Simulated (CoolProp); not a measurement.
Vapour-liquid equilibrium of ethane (1) + n-pentane (2) at 140 kPa; x and y are mole fractions of (1).

Model: multi-fluid Helmholtz-energy mixture model, Bücker 2006 and Thol 2019; pair parameters Kunz 2012, in CoolProp.

Give the bubble temperature and the first vapour's composition at x = 0.35, 0.8, 0.95. Is there an azeotrope?

x = 0.35: 212.1 K, y = 0.997; x = 0.8: 195.1 K, y = 1.000; x = 0.95: 191.8 K, y = 1.000. No azeotrope shows between x = 0.05 and 0.95.

Pair parameters are fitted to limited data, so mixtures are less certain than the pure fluids. The gap from Raoult's law changes sign with composition, which may be real or a fault of the pair parameters; it wasn't checked against measurements.
